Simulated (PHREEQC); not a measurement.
Solution (20 °C): 0.041 mol/kgw NH3 and 0.0014 mol/kgw NaAlO2. Closed to the air; pH follows from the charge balance.

Model: ion-association model, phreeqc.dat, run in PHREEQC.

This is a speciation only: nothing precipitates in the calculation.

**Question.** Predict the pH.

**Answer.** pH 11.09.

**Question.** In which forms is N present?

**Answer.** NH3 98 %, NH4+ 2.1 % of the N.

The solution is supersaturated, for example in Gibbsite (slow to form), so a real one may precipitate; this is no full list.
